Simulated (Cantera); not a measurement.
SiCl4 + Cl2 + H2 (chlorosilane synthesis and conversion)

Charge: 1 mol SiCl4, 2.4 mol Cl2, a varied amount of H2, equilibrated at 823 K and 2.40 bar.

These are equilibrium values from Cantera (NASA tables, ideal gas, pure condensed phases), not measurements of a reactor. Candidate condensed phases: Si; 19 gas species. Equilibrium is a limit: real reactors are often held back by kinetics, nucleation or transport.

From 1.8 mol H2 to 10 mol H2 nothing is condensed. The main Si-bearing gas is SiCl4 throughout.

| n(H2) (mol) | log p HCl | log p H2 | log p SiCl4 | log p Cl2 | log p SiHCl3 | log p Cl | log p SiCl3 | log p SiH2Cl2 |
|---|---|---|---|---|---|---|---|---|
| 1.8 | 0.22 | <-11 | -0.34 | -0.56 | <-11 | -5.08 | <-11 | <-11 |
| 2.6 | 0.28 | -1.10 | -0.40 | -10.98 | -4.70 | -10.29 | -7.11 | -10.07 |
| 3.4 | 0.23 | -0.45 | -0.45 | <-11 | -4.05 | -10.67 | -6.79 | -8.73 |
| 4.2 | 0.18 | -0.25 | -0.50 | <-11 | -3.85 | -10.82 | -6.69 | -8.26 |
| 5 | 0.14 | -0.13 | -0.54 | <-11 | -3.73 | -10.92 | -6.63 | -7.99 |
| 5.7 | 0.10 | -0.06 | -0.58 | <-11 | -3.66 | -10.99 | -6.59 | -7.82 |
| 6.5 | 0.07 | 0.00 | -0.62 | <-11 | -3.60 | -11.06 | -6.57 | -7.67 |
| 7.3 | 0.03 | 0.04 | -0.65 | <-11 | -3.56 | -11.11 | -6.54 | -7.54 |
| 8.1 | 0.00 | 0.08 | -0.68 | <-11 | -3.53 | -11.16 | -6.53 | -7.44 |
| 8.9 | -0.03 | 0.10 | -0.71 | <-11 | -3.50 | -11.21 | -6.51 | -7.36 |
| 9.7 | -0.06 | 0.13 | -0.74 | <-11 | -3.47 | -11.24 | -6.50 | -7.29 |
| 10 | -0.07 | 0.13 | -0.75 | <-11 | -3.47 | -11.26 | -6.50 | -7.26 |
log p: log10 of the partial pressure in bar; nothing condenses.
